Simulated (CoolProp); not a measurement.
Vapour pressure (MPa) of CHF3 (R23): the reference equation beside estimates from Tc = 26.1 °C, pc = 4.832 MPa, ω = 0.263. Clausius-Clapeyron is anchored at -50.25 °C with a constant enthalpy of vaporisation of 14.72 kJ/mol.

Model: reference Helmholtz-energy equation of state, Penoncello 2003, in CoolProp.

```csv
T (°C),reference,Clausius-Clapeyron,van der Waals,Redlich-Kwong,Soave-Redlich-Kwong
-60.25,0.3084,0.3264,1.051,0.4832,0.3088
-50.25,0.4741,0.4741,1.319,0.6980,0.4774
-40.25,0.7000,0.6667,1.628,0.9728,0.7081
-30.25,0.9989,0.9117,1.979,1.315,1.014
-20.25,1.384,1.216,2.374,1.732,1.409
-10.35,1.866,1.583,2.811,2.225,1.901
-0.35,2.471,2.027,3.299,2.810,2.516
9.65,3.215,2.550,3.836,3.490,3.264
19.65,4.126,3.158,4.423,4.269,4.161
```

Absolute difference from the reference over all 9 rows, mean and median: Clausius-Clapeyron 12.1 and 12.1 %, van der Waals 92.4 and 71.5 %, Redlich-Kwong 27.2 and 25.1 %, Soave-Redlich-Kwong 1.3 and 1.5 %.
